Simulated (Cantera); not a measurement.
An isothermal, constant-pressure homogeneous reactor starts with CH4 : H2O = 1 : 0.35 (molar parts), at 1973 K and 0.250 bar. Integrator tolerance rtol = 1e-08.

Cantera simulation using GRI-Mech 3.0 (53 species, 325 reactions); the numbers are that mechanism's predictions, not measurements. GRI-Mech 3.0 stops at C3 and has no aromatics, soot or wall deposition, so with more carbon than oxygen in the feed, carbon stays in small species such as C2H2 where larger ones or solid carbon would form.

Problem. What does this change do: temperature 1973 to 1523 K?

Solution. 
```csv
quantity,before,after
x(CH4) at 5.00 s,0.00100 (gas-phase equilibrium 0.00100),0.0584 (gas-phase equilibrium 0.0330)
x(H2O) at 5.00 s,1.97e-7 (gas-phase equilibrium 1.98e-7),0.119 (gas-phase equilibrium 3.18e-7)
x(O2) at 5.00 s,<1e-12 (gas-phase equilibrium <1e-12),<1e-12 (gas-phase equilibrium <1e-12)
x(H) at 5.00 s,0.00235 (gas-phase equilibrium 0.00235),3.44e-5 (gas-phase equilibrium 3.96e-5)
x(HCO) at 5.00 s,2.88e-8 (gas-phase equilibrium 2.88e-8),4.34e-10 (gas-phase equilibrium 1.96e-9)
```
